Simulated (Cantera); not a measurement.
An isothermal, constant-pressure homogeneous reactor starts with N2O : N2 = 1 : 6.1 (molar parts), at 1100 K and 0.207 atm. Integrator tolerance rtol = 1e-08.

Detailed kinetics in Cantera: GRI-Mech 3.0 (53 species, 325 reactions). GRI-Mech 3.0 was tuned for natural gas; its chemistry of N2O as a main component is partial and can be far from experiment. The mechanism lacks the step 2 NO + O2 → 2 NO2, which can matter for NO2 below about 1400 K. The temperature is held fixed by assumption; the heat of reaction is taken as removed at once.

Question: What does this change do: temperature 1100 to 1173 K?

Answer: 
| quantity | before | after |
|---|---|---|
| x(N2O) at 1.00 s | 0.138 (gas-phase equilibrium 1.95e-9) | 0.130 (gas-phase equilibrium 3.45e-9) |
| x(NO) at 1.00 s | 0.000153 (gas-phase equilibrium 5.21e-5) | 0.000957 (gas-phase equilibrium 9.70e-5) |
| x(NO2) at 1.00 s | 3.11e-7 (gas-phase equilibrium 3.80e-7) | 2.16e-6 (gas-phase equilibrium 4.78e-7) |
| x(O2) at 1.00 s | 0.00105 (gas-phase equilibrium 0.0658) | 0.00462 (gas-phase equilibrium 0.0657) |
| x(N2) at 1.00 s | 0.860 (gas-phase equilibrium 0.934) | 0.864 (gas-phase equilibrium 0.934) |
| x(O) at 1.00 s | 3.27e-7 (gas-phase equilibrium 1.41e-9) | 1.16e-6 (gas-phase equilibrium 7.87e-9) |
